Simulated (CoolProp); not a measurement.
A single-stage vapour-compression cycle with R236EA: evaporating at 288.15 K (dew point), condensing at 318.15 K (bubble point), superheat 5 K, subcooling 0 K, compressor efficiency 0.7, no pressure losses. Each further row changes one setting.

Model: reference Helmholtz-energy equation of state, Rui 2013, in CoolProp.

```tsv
case	cooling COP	pressure ratio	discharge temperature (K)	refrigerating effect (kJ/kg)	volumetric capacity (kJ/m³)
as stated	?	2.74	323.1	127	1200
evaporating temperature 293.15 K	7.22	2.28	322.9	?	?
condensing temperature 313.15 K	?	2.36	318.4	134	1260
subcooling 5 K	?	2.74	323.1	134	1260
superheat 15 K	5.90	2.74	333.3	?	?
compressor efficiency 0.6	4.94	2.74	?	127	1200
```

### Question
What belongs in the gaps?

### Answer

- as stated, cooling COP: 5.76
- evaporating temperature 293.15 K, refrigerating effect (kJ/kg): 131
- evaporating temperature 293.15 K, volumetric capacity (kJ/m³): 1470
- condensing temperature 313.15 K, cooling COP: 7.13
- subcooling 5 K, cooling COP: 6.06
- superheat 15 K, refrigerating effect (kJ/kg): 136
- superheat 15 K, volumetric capacity (kJ/m³): 1230
- compressor efficiency 0.6, discharge temperature (K): 327.0
